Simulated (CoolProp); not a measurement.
Vapour-liquid equilibrium of R125 (1) + R152A (2) at 0.683 MPa; x and y are mole fractions of (1).

The numbers come from the multi-fluid Helmholtz-energy mixture model, Lemmon 2005 and Outcalt 1996; pair parameters Bell 2016 in CoolProp.

| x | bubble temperature, mixture model (K) | bubble temperature, Raoult's law (K) | y, mixture model | y, Raoult's law |
|---|---|---|---|---|
| 0.05 | 300.7 | 300.6 | 0.097 | 0.108 |
| 0.125 | 297.7 | 297.6 | 0.224 | 0.248 |
| 0.2 | ? | 294.8 | 0.334 | 0.369 |
| 0.275 | 292.7 | 292.1 | 0.430 | 0.472 |
| 0.35 | 290.5 | 289.7 | 0.516 | 0.562 |
| 0.425 | 288.3 | 287.4 | 0.594 | 0.639 |
| 0.5 | 286.2 | 285.3 | 0.666 | 0.707 |
| 0.575 | 284.2 | 283.2 | 0.732 | 0.767 |
| 0.65 | ? | 281.3 | 0.792 | 0.820 |
| 0.725 | 280.4 | 279.6 | 0.846 | 0.867 |
| 0.8 | 278.5 | 277.9 | 0.895 | 0.909 |
| 0.875 | 276.6 | 276.2 | 0.939 | 0.946 |
| 0.95 | 274.9 | 274.7 | ? | 0.980 |

Question: Fill in the missing entries.

Answer: 
- 0.2, bubble temperature, mixture model (K): 295.1
- 0.65, bubble temperature, mixture model (K): 282.3
- 0.95, y, mixture model: 0.977

The largest gap from Raoult's law is +1.0 K in bubble temperature, at x = 0.575. No azeotrope shows between x = 0.05 and 0.95.

The pair parameters rest on a limited set of measurements; away from them the model extrapolates.
